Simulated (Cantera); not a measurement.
Input: 1 mol Ti(OiPr)4, 2.5 mol H2, at 1250 K and 0.0290 bar.

Method: chemical equilibrium by Gibbs-energy minimisation in Cantera with the NASA 1993 tables (ideal gas, pure condensed phases). Candidate condensed phases: C, C6H6, C7H8, C8H18, H2O, Ti, TiC, TiO, TiO2, Ti2O3, Ti3O5, Ti4O7; 113 gas species. The feed counts by its element totals alone. Mutual solubility and eutectic melting of coexisting phases are not modelled. TiC: taken at fixed stoichiometry. Kinetics and transport are ignored.

Problem. What is the equilibrium state?

Solution. 
```json
{
 "x(H2)": "0.860",
 "x(CO)": "0.139",
 "x(CH4)": "0.000236",
 "x(H2O)": "5.24e-5",
 "x(CO2)": "5.43e-6",
 "x(H)": "2.63e-6",
 "n(C(graphite))": "9.12 mol",
 "n(TiC(s))": "0.205 mol",
 "n(Ti3O5(s))": "0.265 mol",
 "gas_amount": "19.17 mol",
 "log10 activity of Ti2O3(s) (absent)": "-0.02",
 "log10 activity of Ti4O7(s) (absent)": "-0.25",
 "log10 activity of Ti(β) (absent)": "-7.09"
}
```
